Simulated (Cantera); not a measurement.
Input: 1 mol HMDSO, a varied amount of CO2, at 1152 °C and 2.70 Torr.

Equilibrium computed with Cantera from the NASA thermochemical tables; the gas is ideal and each condensed phase is pure. Candidate condensed phases: C, C6H6, C7H8, C8H18, H2O, Si, SiC, SiO2; 123 gas species. The feed counts by its element totals alone. Mutual solubility and eutectic melting of coexisting phases are not modelled. The tables hold silica as quartz up to 1696 K and as liquid above; real silica turns to tridymite and cristobalite and melts near 1996 K. Kinetics and transport are ignored.

Q: Which condensed phases are stable at each of these points (n(CO2) (mol)): 2.2, 2.8, 3.6, 4.7, 6.1, 8, 10, 13?

A: 
```json
[
 {"n(CO2) (mol)": "2.2", "condensed phases": "C(graphite) + SiC(s)", "Si condensed (%)": "99.6"},
 {"n(CO2) (mol)": "2.8", "condensed phases": "C(graphite) + SiC(s)", "Si condensed (%)": "99.5"},
 {"n(CO2) (mol)": "3.6", "condensed phases": "SiC(s) + SiO2(β-quartz)", "Si condensed (%)": "96.7"},
 {"n(CO2) (mol)": "4.7", "condensed phases": "SiC(s) + SiO2(β-quartz)", "Si condensed (%)": "96.5"},
 {"n(CO2) (mol)": "6.1", "condensed phases": "SiC(s) + SiO2(β-quartz)", "Si condensed (%)": "96.3"},
 {"n(CO2) (mol)": "8", "condensed phases": "SiC(s) + SiO2(β-quartz)", "Si condensed (%)": "95.9"},
 {"n(CO2) (mol)": "10", "condensed phases": "SiO2(β-quartz)", "Si condensed (%)": "100.0"},
 {"n(CO2) (mol)": "13", "condensed phases": "SiO2(β-quartz)", "Si condensed (%)": "100.0"}
]
```

From 2.2 mol CO2 to 2.8 mol CO2 the condensed part is C(graphite) + SiC(s). From 3.6 mol CO2 to 8 mol CO2 the condensed part is SiC(s) + SiO2(β-quartz). From 10 mol CO2 to 13 mol CO2 the condensed part is SiO2(β-quartz).
